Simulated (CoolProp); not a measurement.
Vapour-liquid equilibrium of R22 (1) + R123 (2) at 209.7 K; x and y are mole fractions of (1).

Values from CoolProp's multi-fluid Helmholtz-energy mixture model, Kamei 1995 and Younglove 1994; pair parameters Bell 2016.

Question: Give the bubble pressure and the first vapour's composition at x = 0.2, 0.35, 0.95. Is there an azeotrope?

Answer: x = 0.2: 0.06942 bar, y = 0.931; x = 0.35: 0.1193 bar, y = 0.967; x = 0.95: 0.2918 bar, y = 0.999. No azeotrope shows between x = 0.05 and 0.95.

Pair parameters are fitted to limited data, so mixtures are less certain than the pure fluids. The gap from Raoult's law changes sign with composition, which may be real or a fault of the pair parameters; it wasn't checked against measurements.
